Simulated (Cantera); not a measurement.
Mixture: CH₄ : O₂ : N₂ = 1 : 1.82 : 6.84 (molar parts), equivalence ratio 1.1, at 2550 Torr, adiabatic and at constant volume. Ignition delay is the time to a rise of 400 K.

Model: GRI-Mech 3.0 (53 species, 325 reactions), integrated in Cantera.

Question: What does this change do: 0.48 parts CO2 added?

Answer: 
```csv
quantity,before,after
delay at 1250 K,7.70 ms,8.32 ms
delay at 1350 K,2.27 ms,2.47 ms
delay at 1450 K,0.748 ms,0.814 ms
delay at 1550 K,0.273 ms,0.296 ms
delay at 1650 K,0.111 ms,0.120 ms
apparent activation energy between 1600 and 1700 K,190 kJ/mol,190 kJ/mol
```
